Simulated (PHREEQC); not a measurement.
**Sulfide liquor: an equilibrium model**

Consider water at 20 °C and 500 atm with 10 mmol/kgw H2S, 0.19 mmol/kgw HCl and 87 mmol/kgw FeCl2. Closed to the air; pH follows from the charge balance.

All values are PHREEQC results (ion-association model, phreeqc.dat), not measurements.

Each row changes one thing in this solution. Precipitation was switched off in this run.

```csv
case,pH,Cl- (mol/kgw),H2S (mol/kgw),HS- (mol/kgw)
as made,3.28,0.168,0.00953,3.69e-6
FeCl2 left out,3.71,0.000190,0.00999,7.09e-6
H2S from 0.01 to 0.02 mol/kgw,3.09,0.169,0.0192,4.87e-6
FeCl2 from 0.087 to 0.0174 mol/kgw,3.40,0.0346,0.00973,4.13e-6
0.046 mol/kgw NaCl added,3.29,0.213,0.00953,3.86e-6
diluted 5-fold with water,3.91,0.0345,0.00189,2.57e-6
HCl replaced by NaCl at the same molality,3.33,0.169,0.00941,4.11e-6
```

Some of these states are supersaturated (in Mackinawite, for instance). Under pressure, the constants of complexes without a molar volume in the database are unreliable.
